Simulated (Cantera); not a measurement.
## Catalytic combustion on Pt

An isothermal plug-flow reactor at 900 K and 1500 Torr (inlet), inlet velocity 0.099 m/s, active area per volume 8900 1/m; feed CH4 : O2 : N2 = 0.0045 : 0.018 : 0.79 (molar parts).

Detailed kinetics in Cantera: Deutschmann's 1995 Pt surface mechanism with GRI-Mech 3.0 gas chemistry. Catalytic surfaces can have several steady states; this one follows from the mechanism file's or the stated starting coverage. Mass transfer to the wall is taken as infinitely fast.

```csv
z (m),x CH4,x O2,x H2O,x CO2,x CO,θ free Pt,θ O*,θ OH*
0.00013,0.00396,0.0190,0.00316,0.00158,1.28e-6,0.140,0.858,0.00183
0.00029,0.00252,0.0161,0.00603,0.00301,8.30e-7,0.146,0.851,0.00257
0.00061,0.000921,0.0129,0.00923,0.00462,3.11e-7,0.154,0.843,0.00324
0.0013,8.33e-5,0.0112,0.0109,0.00545,2.86e-8,0.159,0.838,0.00357
0.0029,2.71e-7,0.0111,0.0111,0.00554,9.65e-11,0.159,0.837,0.00360
0.0061,4.52e-10,0.0111,0.0111,0.00554,2.61e-12,0.159,0.837,0.00360
0.013,7.20e-12,0.0111,0.0111,0.00554,2.13e-12,0.159,0.837,0.00360
```
x: gas mole fraction; θ: surface coverage.
